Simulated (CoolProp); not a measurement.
Vapour-liquid equilibrium of n-octane (1) + n-dodecane (2) at 1.22 bar; x and y are mole fractions of (1).

Model: multi-fluid Helmholtz-energy mixture model, Beckmüller 2019 and Lemmon 2004; pair parameters Bell 2016, in CoolProp.

| x | bubble temperature, mixture model (°C) | bubble temperature, Raoult's law (°C) | y, mixture model | y, Raoult's law |
|---|---|---|---|---|
| 0.05 | 214.9 | 212.3 | 0.223 | 0.283 |
| 0.125 | 202.2 | 197.8 | 0.467 | 0.542 |
| 0.2 | 191.1 | 186.3 | 0.631 | 0.693 |
| 0.275 | 181.5 | 177.0 | 0.741 | 0.787 |
| 0.35 | 173.2 | 169.2 | 0.817 | 0.849 |
| 0.425 | 166.0 | 162.7 | 0.869 | 0.891 |
| 0.5 | 159.7 | 157.0 | 0.907 | 0.921 |
| 0.575 | 154.2 | 152.1 | 0.934 | 0.943 |
| 0.65 | 149.3 | 147.7 | 0.954 | 0.960 |
| 0.725 | 144.9 | 143.8 | 0.969 | 0.972 |
| 0.8 | 141.1 | 140.3 | 0.981 | 0.982 |
| 0.875 | 137.6 | 137.2 | 0.989 | 0.990 |
| 0.95 | 134.4 | 134.3 | 0.996 | 0.996 |

The largest gap from Raoult's law is +4.8 K in bubble temperature, at x = 0.2. No azeotrope shows between x = 0.05 and 0.95.

The pair parameters rest on a limited set of measurements; away from them the model extrapolates.
